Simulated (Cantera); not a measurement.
Cantera run, input and output.

```python
import numpy as np
import cantera as ct

gas = ct.Solution("h2o2.yaml")
gas.TPX = 1000, 100, {'H2': 0.0094, 'O2': 8}
reactor = ct.IdealGasConstPressureReactor(gas, energy="off", clone=False)
net = ct.ReactorNet([reactor])
net.rtol, net.atol = 1e-08, 1e-18
show = ['H2', 'O2', 'H2O2', 'OH', 'O']
times = np.geomspace(0.0003, 90, 11)

steps = ct.SolutionArray(gas, extra=["t"])
rows = []
print(f"{'t/s':>10s}{'T/K':>9s}{'P/Pa':>11s}" + "".join(f"{s:>11s}" for s in show))
for t in times:
    while net.time < t:
        t_next = net.step()
        steps.append(gas.state, t=t_next)
    rows.append([np.interp(t, steps.t, y) for y in (steps.T, steps.P, *steps(*show).X.T)])
    print(f"{t:10.3e}{rows[-1][0]:9.1f}{rows[-1][1]:11.4g}" + "".join(f"{x:11.3e}" for x in rows[-1][2:]))
rate = np.gradient(steps.T, steps.t)
print("integrator steps:", len(steps.t))
if steps.T.max() > steps.T[0] + 200:
    print(f"time of steepest temperature rise: {steps.t[rate.argmax()]:.4e} s")
gas.TPX = 1000, 100, {'H2': 0.0094, 'O2': 8}
gas.equilibrate("TP")
print(f"equilibrium (TP): T = {gas.T:.1f} K  " + "  ".join(f"{s} {gas[s].X[0]:.3e}" for s in show))
```

It prints:

```
       t/s      T/K       P/Pa         H2         O2       H2O2         OH          O
 3.000e-04   1000.0        100  1.174e-03  9.988e-01  3.496e-20  2.131e-14  2.134e-14
 1.059e-03   1000.0        100  1.174e-03  9.988e-01  4.319e-19  2.288e-13  2.299e-13
 3.737e-03   1000.0        100  1.174e-03  9.988e-01  5.376e-18  1.873e-12  1.907e-12
 1.319e-02   1000.0        100  1.174e-03  9.988e-01  6.695e-17  9.831e-12  1.053e-11
 4.656e-02   1000.0        100  1.174e-03  9.988e-01  8.342e-16  4.299e-11  5.353e-11
 1.643e-01   1000.0        100  1.174e-03  9.988e-01  1.035e-14  2.793e-10  4.472e-10
 5.800e-01   1000.0        100  1.174e-03  9.988e-01  1.307e-13  2.165e-08  3.853e-08
 2.047e+00   1000.0        100  9.388e-05  9.978e-01  1.435e-09  1.307e-04  9.473e-04
 7.225e+00   1000.0        100  6.845e-07  9.978e-01  1.710e-10  4.636e-05  1.026e-03
 2.550e+01   1000.0        100  5.471e-07  9.980e-01  1.701e-10  4.147e-05  8.177e-04
 9.000e+01   1000.0        100  2.886e-07  9.984e-01  1.656e-10  3.016e-05  4.296e-04
integrator steps: 701
equilibrium (TP): T = 1000.0 K  H2 3.268e-12  O2 9.988e-01  H2O2 1.045e-13  OH 1.038e-07  O 5.002e-09
```

Cantera simulation using the H2/O2 subset of GRI-Mech 3.0, which has no nitrogen chemistry; the numbers are that mechanism's predictions, not measurements. Radical loss at walls, strong at low pressure, is not modelled.
